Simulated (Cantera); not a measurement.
Input (Python, Cantera):

```python
import numpy as np
import cantera as ct

gas = ct.Solution("gri30.yaml", transport_model="multicomponent")
show = ['CH3', 'H2O', 'CO2']

rows = []
print(f"{'T/K':>7s}{'rho':>11s}{'cp':>10s}{'mu':>11s}{'lambda':>11s}{'Pr':>7s}" + "".join(f"{'D_' + s:>11s}" for s in show))
for T in [400, 550, 700, 850, 1000, 1150, 1300, 1450, 1600]:
    gas.TPX = T, 500000, {'CH3OH': 0.28, 'N2': 0.59, 'H2': 0.64}
    Pr = gas.cp_mass * gas.viscosity / gas.thermal_conductivity
    D = [gas.mix_diff_coeffs_mole[gas.species_index(s)] for s in show]
    rows.append([gas.density, gas.cp_mass, gas.viscosity, gas.thermal_conductivity, Pr, *D])
    print(f"{T:7g}{gas.density:11.4e}{gas.cp_mass:10.1f}{gas.viscosity:11.4e}"
          f"{gas.thermal_conductivity:11.4e}{Pr:7.3f}" + "".join(f"{d:11.4e}" for d in D))
print("SI units: kg/m3, J/kg/K, Pa s, W/m/K, m2/s")
```

Output:

```
    T/K        rho        cp         mu     lambda     Pr      D_CH3      D_H2O      D_CO2
    400 2.6673e+00    1882.3 1.8405e-05 7.8879e-02  0.439 9.8665e-06 1.0349e-05 7.1506e-06
    550 1.9399e+00    2020.3 2.3676e-05 1.0310e-01  0.464 1.7317e-05 1.8972e-05 1.2738e-05
    700 1.5242e+00    2151.7 2.8437e-05 1.2670e-01  0.483 2.6287e-05 2.9635e-05 1.9512e-05
    850 1.2552e+00    2271.5 3.2806e-05 1.5064e-01  0.495 3.6633e-05 4.2110e-05 2.7351e-05
   1000 1.0669e+00    2379.1 3.6869e-05 1.7398e-01  0.504 4.8255e-05 5.6235e-05 3.6172e-05
   1150 9.2776e-01    2470.3 4.0686e-05 1.9742e-01  0.509 6.1075e-05 7.1889e-05 4.5910e-05
   1300 8.2072e-01    2549.7 4.4299e-05 2.2051e-01  0.512 7.5033e-05 8.8980e-05 5.6518e-05
   1450 7.3581e-01    2618.6 4.7743e-05 2.4322e-01  0.514 9.0080e-05 1.0743e-04 6.7953e-05
   1600 6.6683e-01    2678.4 5.1043e-05 2.6553e-01  0.515 1.0617e-04 1.2719e-04 8.0185e-05
SI units: kg/m3, J/kg/K, Pa s, W/m/K, m2/s
```

Cantera simulation using GRI-Mech 3.0 (53 species, 325 reactions); the numbers are that mechanism's predictions, not measurements. Polar gases are described roughly by these parameters. The composition is frozen, though it would react at the higher temperatures.
